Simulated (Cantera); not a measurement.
An isothermal plug-flow reactor at 975 K and 0.520 bar (inlet), inlet velocity 4.7 m/s, active area per volume 380 1/m; feed H2 : O2 : N2 : H2O = 0.0072 : 0.014 : 0.79 : 0.0089 (molar parts), equivalence ratio 0.26.

Model: Deutschmann's 1995 Pt surface mechanism with GRI-Mech 3.0 gas chemistry, integrated in Cantera. Catalytic surfaces can have several steady states; this one follows from the mechanism file's or the stated starting coverage. Mass transfer to the wall is taken as infinitely fast.

x: gas mole fraction; θ: surface coverage.

```tsv
z (m)	x H2	x O2	x H2O	θ free Pt	θ O*	θ OH*
4.2e-05	0.00778	0.0166	0.0119	0.998	0.00114	(withheld)
7.1e-05	0.00714	0.0163	0.0125	0.936	0.0627	(withheld)
0.00012	0.00626	0.0158	0.0134	0.842	0.155	(withheld)
0.0002	0.00518	0.0153	0.0145	0.722	0.276	0.00225
0.00033	0.00400	0.0147	0.0157	0.587	0.411	0.00240
0.00055	0.00283	0.0141	0.0169	0.466	0.532	0.00242
0.00091	0.00178	0.0136	0.0179	0.391	0.607	0.00239
0.0015	0.000920	0.0132	0.0188	0.349	0.648	0.00235
0.0025	0.000329	0.0129	0.0194	0.328	0.670	0.00233
0.0042	6.15e-5	0.0128	0.0197	0.319	0.678	0.00232
```

Task: Complete the blanks.

Result: 
- 4.2e-05, θ OH*: 0.000356
- 7.1e-05, θ OH*: 0.00164
- 0.00012, θ OH*: 0.00200
